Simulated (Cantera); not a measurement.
## Equilibrium for nitride etching: AlN + O2 + H2 + HCl

Input: 1 mol AlN, 4.2 mol O2, a varied amount of H2, 1.7 mol HCl, held at 1077 °C and 0.000840 bar.

These are equilibrium values from Cantera (NASA tables, ideal gas, pure condensed phases), not measurements of a reactor. Candidate condensed phases: Al, AlCl3, AlN, Al2O3, H2O, NH4Cl; 45 gas species. Kinetics and transport are ignored.

```json
[
 {"n(H2) (mol)": "6.8", "x H2": "7.38e-5", "x H2O": "0.752", "x HCl": "0.186", "x N2": "0.0552", "n Al2O3(s)": "0.500"},
 {"n(H2) (mol)": "8.1", "x H2": "0.117", "x H2O": "0.670", "x HCl": "0.165", "x N2": "0.0485", "n Al2O3(s)": "0.500"},
 {"n(H2) (mol)": "9.8", "x H2": "0.242", "x H2O": "0.575", "x HCl": "0.142", "x N2": "0.0417", "n Al2O3(s)": "0.500"},
 {"n(H2) (mol)": "12", "x H2": "0.359", "x H2O": "0.486", "x HCl": "0.120", "x N2": "0.0352", "n Al2O3(s)": "0.500"},
 {"n(H2) (mol)": "14", "x H2": "0.438", "x H2O": "0.426", "x HCl": "0.105", "x N2": "0.0309", "n Al2O3(s)": "0.500"},
 {"n(H2) (mol)": "17", "x H2": "0.526", "x H2O": "0.359", "x HCl": "0.0885", "x N2": "0.0260", "n Al2O3(s)": "0.500"},
 {"n(H2) (mol)": "21", "x H2": "0.608", "x H2O": "0.297", "x HCl": "0.0733", "x N2": "0.0216", "n Al2O3(s)": "0.500"},
 {"n(H2) (mol)": "25", "x H2": "0.665", "x H2O": "0.254", "x HCl": "0.0625", "x N2": "0.0184", "n Al2O3(s)": "0.500"},
 {"n(H2) (mol)": "30", "x H2": "0.717", "x H2O": "0.214", "x HCl": "0.0528", "x N2": "0.0155", "n Al2O3(s)": "0.500"},
 {"n(H2) (mol)": "36", "x H2": "0.762", "x H2O": "0.181", "x HCl": "0.0445", "x N2": "0.0131", "n Al2O3(s)": "0.500"},
 {"n(H2) (mol)": "44", "x H2": "0.803", "x H2O": "0.149", "x HCl": "0.0368", "x N2": "0.0108", "n Al2O3(s)": "0.500"},
 {"n(H2) (mol)": "53", "x H2": "0.835", "x H2O": "0.125", "x HCl": "0.0308", "x N2": "0.00906", "n Al2O3(s)": "0.500"},
 {"n(H2) (mol)": "63", "x H2": "0.860", "x H2O": "0.106", "x HCl": "0.0261", "x N2": "0.00767", "n Al2O3(s)": "0.500"}
]
```
x: gas mole fraction; n: condensed amount in mol.

From 6.8 mol H2 to 63 mol H2 the condensed part is Al2O3(s).
